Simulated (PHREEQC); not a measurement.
A solution holds 1 mol/kgw MgCl2, 0.23 mol/kgw KCl and 0.27 mol/kgw LiCl, at 20 °C. Closed to the air; pH follows from the charge balance.

Equilibrium calculation in PHREEQC: Pitzer model, pitzer.dat.

| quantity | before | after |
|---|---|---|
| MgOH+ (mol/kgw) | 5.50e-7 | 3.28e-6 |
| SI of Sylvite (KCl) | -1.43 | -0.02 |
| SI of Bischofite (MgCl2:6H2O) | -4.67 | -0.43 |

**Question.** Which change was made?
(A) KCl from 0.23 to 0.345 mol/kgw
(B) diluted 5-fold with water
(C) MgCl2 from 1 to 5 mol/kgw
(D) LiCl from 0.27 to 0.027 mol/kgw
(E) diluted 10-fold with water

**Answer.** C, MgCl2 from 1 to 5 mol/kgw

Precipitation was switched off in this run. Some of these states are supersaturated (in Carnallite, for instance).
